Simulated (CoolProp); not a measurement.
C3F8 (R218) along the isobar 910 kPa: density (kg/m³) from the reference equation and from simpler models built on Tc = 345.0 K, pc = 2640 kPa, ω = 0.317; each cubic takes its own stable root.

Model: reference Helmholtz-energy equation of state, Lemmon 2006, in CoolProp. It is a short technical equation, of lower accuracy than the large ones.

```
T (K)  phase  reference  Soave-Redlich-Kwong  Peng-Robinson
-----  -----  ---------  -------------------  -------------
340.3    gas      69.79                69.92          70.98
352.8    gas      65.91                66.05          66.99
365.2    gas      62.60                62.73          63.57
377.7    gas      59.69                59.79          60.55
390.2    gas      57.11                57.17          57.86
402.6    gas      54.81                54.84          55.47
415.1    gas      52.72                52.72          53.30
427.5    gas      50.82                50.80          51.33
440      gas      49.07                49.02          49.51
```
